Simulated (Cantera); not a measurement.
A perfectly stirred reactor is fed with 4.89 % CH4, 0.318 % CO, 19.9 % O2, 74.9 % N2, at 1000000 Pa; it is adiabatic with a 625 K inlet, and is followed from long to short residence time, starting on the burning branch (τ in s: 0.077, 0.031, 0.013, 0.0051, 0.0021, 0.00085, 0.00034, 0.00014, 5.7e-05, 2.3e-05, 9.3e-06).

Model: GRI-Mech 3.0 (53 species, 325 reactions), integrated in Cantera.

Problem. Predict: blow-out, bracketed by the residence times tried; x(CH4) at τ = 77.0 ms; x(CO) at τ = 77.0 ms; x(O2) at τ = 77.0 ms; x(CH2CO) at τ = 77.0 ms; x(O) at τ = 77.0 ms; x(CH4) at τ = 0.850 ms; x(CO) at τ = 0.850 ms; x(O2) at τ = 0.850 ms; x(CH2CO) at τ = 0.850 ms; x(O) at τ = 0.850 ms.

Solution. 
- blow-out, bracketed by the residence times tried = burning at 0.340 ms, out at 0.140 ms
- x(CH4) at τ = 77.0 ms = 6.10e-6
- x(CO) at τ = 77.0 ms = 8.21e-5
- x(O2) at τ = 77.0 ms = 0.0998
- x(CH2CO) at τ = 77.0 ms = 1.43e-9
- x(O) at τ = 77.0 ms = 1.14e-5
- x(CH4) at τ = 0.850 ms = 0.000197
- x(CO) at τ = 0.850 ms = 0.00279
- x(O2) at τ = 0.850 ms = 0.101
- x(CH2CO) at τ = 0.850 ms = 6.41e-7
- x(O) at τ = 0.850 ms = 9.45e-5
